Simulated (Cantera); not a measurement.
Cantera with NASA thermochemical tables; ideal gases at 1 bar, condensed phases pure. Values are per mole of reaction as written; species without (g) are pure solids or liquids, kept so even where they would boil at 1 bar.

2 CH₄(g) + 3 NiS₂ ⇌ Ni₃S₄ + C₂H₄(g) + 2 H₂S(g)

| T (K) | ΔH° (kJ) | ΔS° (J/K) | ΔG° (kJ) | log10 K |
|---|---|---|---|---|
| 350 | 253.5 | 228.0 | 173.7 | -25.92 |
| 375 | 253.5 | 228.0 | 168.0 | -23.40 |
| 400 | 253.6 | 228.2 | 162.3 | -21.19 |
| 425 | 253.7 | 228.5 | 156.6 | -19.24 |
| 450 | 253.9 | 229.0 | 150.9 | -17.51 |
| 475 | 254.1 | 229.5 | 145.1 | -15.96 |
| 500 | 254.4 | 230.1 | 139.4 | -14.56 |
| 525 | (withheld) | (withheld) | (withheld) | (withheld) |
| 550 | 255.2 | 231.5 | 127.8 | -12.14 |
| 575 | 255.6 | 232.3 | 122.0 | -11.09 |
| 600 | (withheld) | (withheld) | (withheld) | (withheld) |

Q: Some entries are withheld; supply them.

A: 
- 525, ΔH° (kJ): 254.8
- 525, ΔS° (J/K): 230.8
- 525, ΔG° (kJ): 133.6
- 525, log10 K: -13.29
- 600, ΔH° (kJ): 256.1
- 600, ΔS° (J/K): 233.2
- 600, ΔG° (kJ): 116.2
- 600, log10 K: -10.12
